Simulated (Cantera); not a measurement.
A closed system holds: 1 mol TiO2, 3.3 mol CH4, 0.1 mol CO, held at 0.00470 bar.

Equilibrium computed with Cantera from the NASA thermochemical tables; the gas is ideal and each condensed phase is pure. Candidate condensed phases: C, C6H6, C7H8, C8H18, H2O, Ti, TiC, TiO, TiO2, Ti2O3, Ti3O5, Ti4O7; 113 gas species. TiC: taken at fixed stoichiometry. Equilibrium is a limit: real reactors are often held back by kinetics, nucleation or transport.

Over these rows the condensed part is C(graphite) + TiC(s). Partial pressures as log10 of bar:

```csv
T (K),1000/T (1/K),log p C2H2 (acetylene),log p H2,log p CO
1625,0.6154,-6.90,-2.45,-2.95
1700,0.5882,-6.58,-2.45,-2.95
1775,0.5634,-6.30,-2.45,-2.95
1850,0.5405,-6.03,-2.45,-2.95
1925,0.5195,-5.79,-2.45,-2.95
2000,0.5000,?,-2.46,-2.95
```

Q: Fit log p(C2H2 (acetylene)) = a + b·(1000/T) to the five rows, give the apparent enthalpy, and predict the row at 2000 K.

A: Means: 1000/T = 0.5654, log p = -6.320. Sxy = -0.066516, Sxx = 0.0057507, so b = -11.57 and a = -6.320 − (-11.57)×0.5654 = 0.22.
Apparent enthalpy: −19.145 × (-11.57) = 222 kJ/mol. With the condensed phases at unit activity, 2 C(graphite) + H2(g) = C2H2 (acetylene)(g) links this pressure to the main gases: over the six rows their terms move log p by -0.01 in all, so the slope is close to that reaction's ΔH°. The five rows lie within 0.01 of the line.
Prediction at 2000 K: 0.22 + (-11.57)×0.5000 = -5.57. The computed value is -5.57, 0.00 from the line.
